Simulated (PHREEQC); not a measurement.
Solution (50 °C): 0.0064 mol NaCl, 0.0057 mol KCl and 0.0062 mol MgCl2 per kg of water. It is in equilibrium with CO2 at log p = -3.4 (atm). Otherwise closed; pH follows from the charge balance.

All values are PHREEQC results (Pitzer model, pitzer.dat), not measurements.

No solid was allowed to form.

**Question.** What pH does the model give?

**Answer.** pH 5.69.

**Question.** In which forms is C present?

**Answer.** CO2 77 %, HCO3- 23 % of the C.

Constants without temperature data keep their 25 °C values here.
